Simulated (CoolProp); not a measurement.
Properties of n-perfluoropentane along the isotherm 186.15 °C.

Values from CoolProp's reference Helmholtz-energy equation of state, Gao 2022.

| p (MPa) | phase | Z | cp (kJ/(kg K)) | cv (kJ/(kg K)) | isothermal compressibility (1/MPa) | expansivity (1/kK) |
|---|---|---|---|---|---|---|
| 0.238 | gas | 0.9710 | 1.017 | 0.9836 | 4.329 | 2.428 |
| 0.476 | gas | 0.9409 | 1.026 | 0.9861 | 2.238 | 2.724 |
| 0.714 | gas | 0.9096 | 1.036 | 0.9890 | ? | 3.078 |
| 0.952 | gas | 0.8770 | 1.049 | 0.9922 | ? | 3.506 |
| 1.19 | gas | ? | 1.065 | 0.9958 | 1.014 | 4.031 |
| 1.43 | gas | 0.8072 | 1.085 | 0.9999 | 0.8883 | 4.688 |
| 1.67 | gas | 0.7697 | 1.110 | 1.005 | 0.8057 | 5.514 |
| 1.9 | gas | 0.7323 | 1.142 | 1.010 | 0.7528 | 6.516 |
| 2.14 | supercritical | 0.6917 | 1.185 | ? | 0.7168 | ? |
| 2.38 | supercritical | 0.6495 | ? | 1.022 | 0.6957 | 9.582 |
| 2.62 | supercritical | 0.6059 | 1.317 | 1.030 | 0.6856 | 11.82 |
| 2.86 | supercritical | 0.5614 | 1.414 | 1.037 | 0.6813 | ? |
| 3.09 | supercritical | 0.5190 | 1.523 | 1.044 | 0.6706 | 17.73 |

Q: Some entries are withheld; supply them.

A: 
- 0.714, isothermal compressibility (1/MPa): 1.548
- 0.952, isothermal compressibility (1/MPa): 1.210
- 1.19, Z: 0.8430
- 2.14, cv (kJ/(kg K)): 1.016
- 2.14, expansivity (1/kK): 7.853
- 2.38, cp (kJ/(kg K)): 1.242
- 2.86, expansivity (1/kK): 14.65
